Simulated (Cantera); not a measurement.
An adiabatic, constant-volume homogeneous reactor starts with CH₄ : O₂ : N₂ = 1 : 2 : 19 (molar parts), equivalence ratio 1.0, at 1225 K and 8.10 bar. Integrator tolerance rtol = 1e-08.

Detailed kinetics in Cantera: GRI-Mech 3.0 (53 species, 325 reactions).

Problem. What does this change do: CH4 1 to 1.7 parts?

Solution. 
| quantity | before | after |
|---|---|---|
| time of steepest temperature rise | 10.5 ms | 13.9 ms |
| temperature at 0.200 s | 2388 K | 2159 K |
| equilibrium temperature | 2388 K | 2159 K |
| x(CH₄) at 0.200 s | <1e-12 (gas-phase equilibrium <1e-12) | 5.74e-10 (gas-phase equilibrium 6.42e-10) |
| x(O₂) at 0.200 s | 0.00189 (gas-phase equilibrium 0.00189) | 9.26e-8 (gas-phase equilibrium 9.26e-8) |
| x(CO₂) at 0.200 s | 0.0406 (gas-phase equilibrium 0.0406) | 0.0146 (gas-phase equilibrium 0.0146) |
| x(NO) at 0.200 s | 0.00186 (gas-phase equilibrium 0.00186) | 7.68e-6 (gas-phase equilibrium 7.65e-6) |
| x(HO₂) at 0.200 s | 5.77e-7 (gas-phase equilibrium 5.77e-7) | 1.56e-10 (gas-phase equilibrium 1.56e-10) |
| x(H₂) at 0.200 s | 0.00172 (gas-phase equilibrium 0.00172) | 0.0601 (gas-phase equilibrium 0.0601) |
| x(H) at 0.200 s | 0.000158 (gas-phase equilibrium 0.000158) | 0.000282 (gas-phase equilibrium 0.000282) |

Problem. What does this change do: initial temperature 1225 to 1650 K?

Solution. 
```csv
quantity,before,after
time of steepest temperature rise,10.5 ms,0.125 ms
temperature at 0.200 s,2388 K,2667 K
equilibrium temperature,2388 K,2667 K
x(CH₄) at 0.200 s,<1e-12 (gas-phase equilibrium <1e-12),<1e-12 (gas-phase equilibrium <1e-12)
x(O₂) at 0.200 s,0.00189 (gas-phase equilibrium 0.00189),0.00451 (gas-phase equilibrium 0.00451)
x(CO₂) at 0.200 s,0.0406 (gas-phase equilibrium 0.0406),0.0334 (gas-phase equilibrium 0.0334)
x(NO) at 0.200 s,0.00186 (gas-phase equilibrium 0.00186),0.00463 (gas-phase equilibrium 0.00463)
x(HO₂) at 0.200 s,5.77e-7 (gas-phase equilibrium 5.77e-7),2.09e-6 (gas-phase equilibrium 2.09e-6)
x(H₂) at 0.200 s,0.00172 (gas-phase equilibrium 0.00172),0.00435 (gas-phase equilibrium 0.00435)
x(H) at 0.200 s,0.000158 (gas-phase equilibrium 0.000158),0.000915 (gas-phase equilibrium 0.000915)
```
